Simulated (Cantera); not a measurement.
An isothermal, constant-pressure homogeneous reactor starts with NH3 : N2 = 2.2 : 7.3 (molar parts), at 2075 K and 750 Torr.

Cantera simulation using the gas-phase N/H chemistry of the illustrative SiF4/NH3 mechanism in the Surface Chemkin manual (1991); the numbers are that mechanism's predictions, not measurements. Walls and surfaces, which speed up NH3 decomposition in real reactors, are not modelled.

x: mole fraction; the columns are a selection and need not sum to one.

| t (s) | x NH3 | x N2H4 | x N | x H | x NH2 | x N2 | x N2H2 |
|---|---|---|---|---|---|---|---|
| 6.00e-6 | 0.232 | 1.03e-9 | 3.87e-11 | 8.82e-7 | 6.37e-5 | 0.768 | 4.21e-9 |
| 2.00e-5 | 0.231 | 1.15e-8 | 1.59e-9 | 9.44e-7 | 0.000212 | 0.768 | 6.16e-8 |
| 6.65e-5 | 0.231 | 1.01e-7 | 1.60e-8 | 1.76e-6 | 0.000627 | 0.768 | 7.19e-7 |
| 0.000221 | 0.229 | 2.42e-7 | 7.41e-8 | 5.98e-6 | 0.000970 | 0.768 | 1.95e-6 |
| 0.000736 | 0.222 | … | … | … | … | 0.766 | 1.89e-6 |
| 0.00245 | 0.200 | 1.36e-7 | 6.87e-7 | 4.70e-5 | 0.000727 | 0.762 | 1.61e-6 |
| 0.00815 | … | … | … | … | … | 0.750 | … |
| 0.0271 | 0.0561 | 1.78e-8 | 1.40e-6 | 0.000336 | 0.000263 | 0.730 | 3.44e-7 |
| 0.0903 | 0.00423 | 4.41e-10 | 1.09e-6 | 0.000908 | 4.14e-5 | 0.719 | 1.58e-8 |
| 0.300 | 0.000165 | 1.57e-12 | 1.56e-7 | 0.00141 | 2.47e-6 | 0.717 | 8.19e-11 |
| 1.00 | 3.31e-5 | <1e-12 | 3.18e-8 | 0.00142 | 4.99e-7 | 0.717 | 4.25e-12 |

Question: Complete the blanks.

Answer: 
- 0.000736, x N2H4: 2.01e-7
- 0.000736, x N: 2.51e-7
- 0.000736, x H: 1.70e-5
- 0.000736, x NH2: 0.000884
- 0.00815, x NH3: 0.146
- 0.00815, x N2H4: 7.20e-8
- 0.00815, x N: 1.18e-6
- 0.00815, x H: 0.000128
- 0.00815, x NH2: 0.000529
- 0.00815, x N2H2: 1.07e-6
